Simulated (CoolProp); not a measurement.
R245ca along the isotherm 450 K: Z from the reference equation and from simpler models built on Tc = 447.6 K, pc = 39.41 bar, ω = 0.355; each cubic takes its own stable root.

Values from CoolProp's reference Helmholtz-energy equation of state, Zhou 2016.

```tsv
p (bar)	phase	reference	van der Waals	Soave-Redlich-Kwong
0.316	gas	0.9972	0.9976	0.9973
0.534	gas	0.9953	0.9960	0.9955
0.901	gas	0.9921	0.9933	0.9923
1.52	gas	0.9866	0.9886	0.9870
2.57	gas	0.9772	0.9806	0.9779
4.33	gas	0.9612	0.9669	0.9624
7.31	gas	0.9335	0.9430	0.9354
12.3	gas	0.8848	0.9004	0.8877
20.8	gas	0.7915	0.8179	0.7971
35.1	gas	0.5652	0.6154	0.5849
59.3	supercritical	0.2458	0.3514	0.2946
100	supercritical	0.3689	0.5170	0.4187
```
